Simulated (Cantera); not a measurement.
**c-C₄F₈ + HCl + H₂ (fluorocarbon and chlorocarbon gases)**

Input: 1 mol c-C₄F₈, 1.1 mol HCl, 0.099 mol H₂, held at 1177 °C.

Cantera equilibrium calculation (NASA polynomials, part measured and part estimated; ideal gas, pure solids and liquids). Candidate condensed phases: C, C₆H₆, C₇H₈, C₈H₁₈; 118 gas species. The feed counts by its element totals alone. Gases not in the tables: C₂F₆ and larger saturated fluorocarbons. Kinetics and transport are ignored.

```tsv
P (Pa)	x CF₄	x HF	x Cl	x HCl	x Cl₂	x CClF₃	x CF₂	n C(graphite)
1	0.407	0.317	0.268	0.000533	0.000421	8.43e-5	0.00398	2.32
4.20	0.411	0.317	0.265	0.00155	0.00173	0.000247	0.00195	2.32
18	0.415	0.317	0.254	0.00441	0.00682	0.000710	0.000948	2.32
75	0.425	0.317	0.222	0.0112	0.0217	0.00184	0.000470	2.31
320	0.443	0.317	0.162	0.0239	0.0494	0.00412	0.000232	2.30
1300	0.462	0.313	0.0997	0.0412	0.0759	0.00748	0.000118	2.28
5600	0.478	0.303	0.0526	0.0624	0.0911	0.0121	5.77e-5	2.26
24000	0.489	0.288	0.0257	0.0856	0.0930	0.0179	2.82e-5	2.23
100000	0.497	0.269	0.0121	0.110	0.0861	0.0249	1.39e-5	2.21
```
x: gas mole fraction; n: condensed amount in mol.

From 1.00e-5 bar to 1.00 bar the condensed part is C(graphite). The main C-bearing gas is CF₄ throughout.
